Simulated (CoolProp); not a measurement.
Vapour-liquid equilibrium of benzene (1) + n-octane (2) at 483.8 K; x and y are mole fractions of (1).

Model: multi-fluid Helmholtz-energy mixture model, Thol 2012 and Beckmüller 2019; pair parameters Bell 2016, in CoolProp.

| x | bubble pressure (bar) | y at the bubble point | dew pressure at overall composition x (bar) | liquid density (mol/L) |
|---|---|---|---|---|
| 0.05 | 7.218 | 0.101 | 6.949 | 4.628 |
| 0.15 | 8.282 | 0.274 | 7.491 | 4.847 |
| 0.25 | 9.366 | 0.414 | ___ | 5.087 |
| 0.35 | 10.45 | 0.529 | 8.840 | 5.351 |
| 0.45 | 11.51 | 0.624 | 9.685 | 5.646 |
| 0.55 | 12.55 | 0.707 | 10.67 | 5.977 |
| 0.65 | 13.57 | ___ | ___ | 6.354 |
| 0.75 | ___ | 0.846 | ___ | 6.785 |
| 0.85 | 15.55 | 0.909 | 14.62 | 7.284 |
| 0.95 | 16.52 | 0.970 | 16.20 | 7.865 |

Complete the blanks.


- 0.25, dew pressure at overall composition x (bar): 8.116
- 0.65, y at the bubble point: 0.780
- 0.65, dew pressure at overall composition x (bar): 11.82
- 0.75, bubble pressure (bar): 14.56
- 0.75, dew pressure at overall composition x (bar): 13.15

No azeotrope shows between x = 0.05 and 0.95.

The pair parameters rest on a limited set of measurements; away from them the model extrapolates.
